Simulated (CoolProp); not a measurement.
Vapour-liquid equilibrium of n-hexane (1) + ethylbenzene (2) at 0.00222 MPa; x and y are mole fractions of (1).

Computed with CoolProp (multi-fluid Helmholtz-energy mixture model, Thol 2019 and Zhou 2012; pair parameters Bell 2016).

```csv
x,"bubble temperature, mixture model (K)","bubble temperature, Raoult's law (K)","y, mixture model","y, Raoult's law"
0.05,293.9,298.1,0.572,0.454
0.2,276.2,281.4,0.881,0.835
0.35,268.9,272.6,0.940,0.926
0.5,264.6,266.9,0.964,0.963
0.65,261.5,262.6,0.978,0.981
0.8,258.9,259.3,0.988,0.992
0.95,256.6,256.7,0.997,0.998
```

The largest gap from Raoult's law is -5.2 K in bubble temperature, at x = 0.2. No azeotrope shows between x = 0.05 and 0.95.

Pair parameters are fitted to limited data, so mixtures are less certain than the pure fluids.
